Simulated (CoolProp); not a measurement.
Saturation properties of ammonia.

Computed with CoolProp (reference Helmholtz-energy equation of state, Gao 2020).

| T (K) | p (MPa) | enthalpy of vaporisation (kJ/kg) | liquid cp (kJ/(kg K)) | vapour Z | surface tension (mN/m) | liquid viscosity (µPa s) |
|---|---|---|---|---|---|---|
| 304.2 | 1.203 | 1140 | 4.836 | 0.8688 | 19.1 | 124 |
| 307.5 | 1.325 | 1125 | 4.870 | 0.8605 | 18.4 | 120 |
| 310.8 | 1.456 | 1111 | 4.906 | 0.8520 | 17.6 | 117 |
| 314 | 1.592 | 1096 | 4.944 | 0.8433 | 16.9 | 113 |
| 317.3 | 1.741 | 1080 | 4.986 | 0.8341 | 16.2 | 110 |
| 320.5 | 1.897 | 1064 | 5.030 | 0.8248 | 15.5 | 106 |
| 323.8 | 2.067 | 1048 | 5.079 | 0.8149 | 14.7 | 103 |
| 327.1 | 2.250 | 1031 | 5.132 | 0.8046 | 14.0 | 100 |
| 330.3 | 2.437 | 1013 | 5.188 | 0.7943 | 13.3 | 97.1 |

It boils at 239.8 K under 1 atm.

Viscosity comes from a separate model (Fenghour 1995). Surface tension comes from a separate correlation (Mulero 2012).
